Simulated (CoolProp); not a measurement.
Properties of R22 along the isobar 14.5 MPa (Tc = 96.1 °C, pc = 4.990 MPa, ω = 0.221).

The numbers come from the reference Helmholtz-energy equation of state, Kamei 1995 in CoolProp.

| T (°C) | phase | cp (kJ/(kg K)) | expansivity (1/kK) | conductivity (mW/(m K)) | fugacity coefficient |
|---|---|---|---|---|---|
| -98.75 | liquid | ? | 1.567 | 147 | ? |
| -82.75 | liquid | 1.049 | 1.614 | 139 | 0.0009731 |
| -66.85 | liquid | 1.050 | 1.674 | 131 | 0.002768 |
| -50.95 | liquid | 1.055 | 1.751 | 124 | 0.006582 |
| -35.05 | liquid | 1.066 | 1.846 | 117 | 0.01360 |
| -19.05 | liquid | 1.082 | 1.964 | ? | 0.02521 |
| -3.15 | liquid | 1.103 | 2.105 | 104 | 0.04250 |
| 12.75 | liquid | 1.129 | 2.276 | 98.0 | 0.06648 |
| 28.75 | liquid | 1.158 | 2.485 | 92.1 | 0.09794 |
| 44.65 | liquid | ? | 2.742 | ? | 0.1366 |
| 60.55 | liquid | 1.231 | 3.071 | 80.7 | 0.1822 |

**Question.** Complete the blanks.

**Answer.** 
- -98.75, cp (kJ/(kg K)): 1.052
- -98.75, fugacity coefficient: 0.0002687
- -19.05, conductivity (mW/(m K)): 110
- 44.65, cp (kJ/(kg K)): 1.192
- 44.65, conductivity (mW/(m K)): 86.3

Thermal conductivity comes from a separate model (McLinden 2000), an estimate that may be off by 10 % or more.
